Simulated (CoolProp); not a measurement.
The numbers come from the reference Helmholtz-energy equation of state, Leachman 2009 in CoolProp.

### Question
For normal hydrogen, give the phase and the cp (kJ/(kg K)), speed of sound (m/s) at 550.25 °C and 3.95 MPa; 396.25 °C and 0.278 MPa.

### Answer
- 550.25 °C and 3.95 MPa: supercritical; cp 14.7, speed of sound 2190
- 396.25 °C and 0.278 MPa: gas; cp 14.6, speed of sound 1960
